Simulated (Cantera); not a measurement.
Input (Python, Cantera) and output of one run.

```python
import numpy as np
import cantera as ct

gas_names = """
    F FO FO2 F2 F2O H HF HNO HNO2 HNO3 HOF HO2 H2 H2F2 H2O H2O2 H3F3 H4F4 H5F5 H6F6 H7F7 N NF NF2 NF3 NH
    NH2 NH3 NH2OH NO NO2 NO3 N2 N2H2 N2H4 N2O O OH O2 O3
""".split()
cond_names = """
    H2O(s) H2O(L)
""".split()


# ... load() reads the species with a 1 bar reference pressure and builds the phases ...
atoms = {
    'NF3': {'N': 1, 'F': 3},
    'H2O': {'H': 2, 'O': 1},
    'N2': {'N': 2},
}
top_T = {}  # K; cautious upper limits of use, not melting points


# ... equilibrate(T, P, feed) seeds the gas with the atoms and calls Mixture.equilibrate('TP', solver="vcs", rtol=1e-11, max_steps=5000) ...
results = []
feed = {'NF3': 1, 'H2O': 7.8, 'N2': 11}  # mol
T = 2950  # K
P = 150  # Pa
mix = equilibrate(T, P, feed)
results.append((T, P, feed, dict(zip(mix.species_names, mix.species_moles))))
print(gas.report(threshold=1e-05))
for i in range(1, mix.n_phases):
    print(f"{mix.phase(i).name:16s} {mix.phase_moles(i):12.5e} mol")
```

Output:

```
       temperature   2950 K
          pressure   150 Pa
           density   9.2495e-05 kg/m^3
  mean mol. weight   15.125 kg/kmol
   phase of matter   gas

                          1 kg             1 kmol
                     ---------------   ---------------
          enthalpy        1.1785e+07        1.7825e+08  J
   internal energy        1.0164e+07        1.5372e+08  J
           entropy             18641        2.8194e+05  J/K
    Gibbs function       -4.3206e+07       -6.5348e+08  J
 heat capacity c_p            1844.1             27892  J/K
 heat capacity c_v            1294.4             19577  J/K

                      mass frac. Y      mole frac. X     chem. pot. / RT
                     ---------------   ---------------   ---------------
                 F          0.017989          0.014321           -30.248
                 H          0.023323           0.34995           -15.944
                HF           0.09655          0.072991           -46.192
                H2          0.001342          0.010068           -31.889
               H2O         0.0009951        0.00083544           -52.764
                 N        0.00013825        0.00014928           -17.962
                NO          0.010204         0.0051433           -38.837
                N2           0.61503           0.33205           -35.924
                 O           0.21015           0.19867           -20.875
                OH          0.010426          0.009272           -36.819
                O2          0.013849         0.0065459            -41.75
     [  +29 minor]        6.1211e-07        4.3582e-07
```

These are equilibrium values from Cantera (NASA tables, ideal gas, pure condensed phases), not measurements of a reactor.
